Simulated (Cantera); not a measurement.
# Reactions in the system Cl-O-Ti

Source: NASA polynomial tables (part measured, part estimated), evaluated in Cantera. Values are per mole of reaction as written; species without (g) are pure solids or liquids, kept so even where they would boil at 1 bar.

Ti4O7 + 3 TiCl3 → 7 TiO(g) + 9 Cl(g)

| T (K) | ΔH° (kJ) | ΔS° (J/K) | ΔG° (kJ) | log10 K |
|---|---|---|---|---|
| 300 | 7042.2 | 2502.5 | 6291.4 | -1095.41 |
| 350 | 7038.0 | 2489.8 | 6166.6 | -920.30 |
| 375 | 7035.8 | 2483.6 | 6104.4 | -850.28 |
| 400 | 7033.4 | 2477.5 | 6042.4 | -789.04 |
| 425 | 7031.0 | 2471.5 | 5980.6 | -735.03 |
| 450 | 7028.4 | 2465.7 | 5918.9 | -687.03 |
| 475 | 7025.8 | 2460.0 | 5857.3 | -644.10 |
| 500 | 7023.1 | 2454.5 | 5795.9 | -605.48 |
| 525 | 7020.3 | 2449.1 | 5734.6 | -570.55 |
| 550 | 7017.5 | 2443.8 | 5673.4 | -538.80 |

5 Ti4O7 + TiCl4 → 7 Ti3O5 + 4 Cl(g)

```csv
T (K),ΔH° (kJ),ΔS° (J/K),ΔG° (kJ),log10 K
300,1097.9,319.9,1001.9,-174.44
350,1097.8,319.7,985.9,-147.14
375,1098.2,320.8,977.9,-136.21
400,1098.8,322.2,969.9,-126.65
425,1099.4,323.7,961.8,-118.21
450,1100.0,325.1,953.7,-110.70
475,1191.7,529.0,940.4,-103.42
500,1190.3,526.1,927.2,-96.87
525,1188.6,522.8,914.1,-90.95
550,1186.7,519.3,901.1,-85.58
```
